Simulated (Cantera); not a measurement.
# Silicon epitaxy and polysilicon growth: SiHCl3 + HCl + H2

Charge: 1 mol SiHCl3, 0.45 mol HCl, 370 mol H2, held at 627 °C.

These are equilibrium values from Cantera (NASA tables, ideal gas, pure condensed phases), not measurements of a reactor. Candidate condensed phases: Si; 19 gas species. The tables' values for SiCl3 are old estimates; treat these amounts as uncertain. The numbers say what is thermodynamically allowed, not how fast it happens.

From 1.00 mbar to 2.00 bar the condensed part is Si(s). The main Si-bearing gas is SiCl4 at 1.00 mbar and SiHCl3 at 2.00 bar. The share of Si in condensed phases is highest at 1.00 mbar (73.5 %) and lowest at 2.00 bar (1.2 %).

```csv
P (Pa),x H2,x HCl,x SiHCl3,x SiCl4,x SiH2Cl2,x SiCl2,x SiCl3,x SiH3Cl,n Si(s)
100,0.993,0.00677,0.000181,0.000436,7.16e-6,6.28e-5,2.39e-5,6.90e-8,0.735
230,0.993,0.00591,0.000278,0.000583,1.26e-5,4.78e-5,2.42e-5,1.39e-7,0.648
540,0.994,0.00503,0.000401,0.000715,2.14e-5,3.46e-5,2.28e-5,2.77e-7,0.555
1300,0.994,0.00418,0.000552,0.000816,3.54e-5,2.38e-5,2.02e-5,5.54e-7,0.461
2900,0.995,0.00347,0.000709,0.000871,5.47e-5,1.65e-5,1.74e-5,1.03e-6,0.379
6800,0.995,0.00282,0.000890,0.000888,8.46e-5,1.09e-5,1.42e-5,1.96e-6,0.297
16000,0.996,0.00226,0.00108,0.000866,0.000128,7.00e-6,1.13e-5,3.70e-6,0.220
37000,0.996,0.00181,0.00127,0.000812,0.000189,4.45e-6,8.71e-6,6.84e-6,0.149
86000,0.996,0.00143,0.00145,0.000731,0.000273,2.77e-6,6.52e-6,1.25e-5,0.0797
200000,0.996,0.00111,0.00161,0.000633,0.000388,1.69e-6,4.74e-6,2.28e-5,0.0122
```
x: gas mole fraction; n: condensed amount in mol.
